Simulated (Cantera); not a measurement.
A closed system holds: 1 mol SiH2Cl2, 360 mol H2, equilibrated at 1302 °C and 1.70 bar.

Equilibrium computed with Cantera from the NASA thermochemical tables; the gas is ideal and each condensed phase is pure. Candidate condensed phases: Si; 19 gas species. The numbers say what is thermodynamically allowed, not how fast it happens.

Task: What is the equilibrium state?

Result: 
| Quantity | Value |
|---|---|
| x(H2) | 0.995 |
| x(HCl) | 0.00532 |
| x(SiCl2) | 9.64e-5 |
| x(H) | 3.18e-5 |
| x(SiH3Cl) | 3.81e-6 |
| x(SiH2) | 3.74e-6 |
| x(SiH2Cl2) | 3.11e-6 |
| x(SiH4) | 1.89e-6 |
| x(SiCl3) | 1.05e-6 |
| n(Si(s)) | 0.960 mol |
| gas amount | 362.0 mol |
